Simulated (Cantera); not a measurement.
# Premixed flame

A freely propagating, adiabatic, planar premixed flame of H2 : O2 : N2 = 1 : 0.172 : 0.648 (molar parts), unburnt at 325 K and 440000 Pa; mixture-averaged transport, grid criteria slope 0.08 and curve 0.16, no radiation.

Computed with Cantera and the H2/O2 subset of GRI-Mech 3.0, which has no nitrogen chemistry. The hydrogen kinetics of GRI-Mech 3.0 are dated; newer H2 mechanisms differ, most at raised pressure. Burning velocities carry a grid error of a few per cent, more on coarse grids.

```
z (mm)   T (K)  u (m/s)   x H2      x O2      x H      x OH     x HO2       x O
-------  -----  -------  -----  --------  -------  --------  --------  --------
-0.199     325     2.27  0.549    0.0945    <1e-8     <1e-8     <1e-8     <1e-8
-0.133     325     2.27  0.549    0.0945    <1e-8     <1e-8     <1e-8     <1e-8
-0.0997    326     2.27  0.549    0.0946    <1e-8     <1e-8   1.94e-7     <1e-8
-0.0665    334     2.32  0.547    0.0950    <1e-8     <1e-8   3.70e-6   4.59e-8
-0.0332    470     3.15  0.527    0.0964  1.12e-5   1.70e-5  0.000427   4.29e-6
-0.0166    785     5.11  0.494    0.0858  0.00139  0.000358  0.000686   7.99e-5
0         1132     7.24  0.453    0.0623  0.00805  0.000490  0.000297  0.000331
0.0166    1373     8.75  0.417    0.0352   0.0174  0.000677  0.000140  0.000524
0.0332    1509     9.62  0.394    0.0161   0.0235  0.000717   6.05e-5  0.000384
0.0665    1621     10.3  0.381   0.00286   0.0248  0.000629   1.01e-5  0.000102
0.133     1694     10.7  0.382  0.000165   0.0189  0.000524   5.51e-7   2.37e-5
0.266     1747     11.0  0.386   5.43e-6   0.0121  0.000379   2.38e-8   9.42e-6
0.532     1784     11.2  0.390   8.96e-7  0.00698  0.000238     <1e-8   3.32e-6
```
x: mole fraction of selected species; z is measured from the peak of heat release.

```yaml
laminar_burning_velocity: 227 cm/s
thermal_thickness: 0.0665 mm
peak x(H): 0.0253
peak x(OH): 0.000721
peak x(HO2): 0.000841
peak x(O): 0.000524
```
